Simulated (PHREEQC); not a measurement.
**Acid mine or pickling water: an equilibrium model**

Model water analysis in mmol/kgw, 20 °C, pH 2.29, pe 10.3:

| constituent | mmol/kgw |
|---|---|
| Na | 77.4 |
| K | 7.65 |
| Ca | 1.43 |
| Mg | 4.81 |
| Cl | 25.7 |
| S(6) | 39.4 |
| Cu(2) | 0.839 |
| Ni | 0.483 |
| N(5) | 0.0454 |
| B | 0.295 |
| Si | 0.0475 |
| Br | 0.0145 |

Valence states are taken as typed.

All values are PHREEQC results (ion-association model, wateq4f.dat), not measurements.

```json
{
  "ionic_strength": "0.124 mol/kgw",
  "total_alkalinity": "-11.8 meq/kg",
  "charge_balance_error": "4.0 %"
}
```

| species | molality | activity | log γ |
|---|---|---|---|
| Na+ | 0.0740 | 0.0571 | -0.113 |
| SO4-2 | 0.0270 | 0.00942 | -0.457 |
| Cl- | 0.0257 | 0.0193 | -0.125 |
| K+ | 0.00723 | 0.00542 | -0.125 |
| H+ | 0.00627 | 0.00513 | -0.087 |
| HSO4- | 0.00553 | 0.00422 | -0.117 |
| NaSO4- | 0.00336 | 0.00261 | -0.110 |
| Mg+2 | 0.00278 | 0.00108 | -0.411 |
| MgSO4 | 0.00203 | 0.00209 | 0.012 |

No solid was allowed to form.
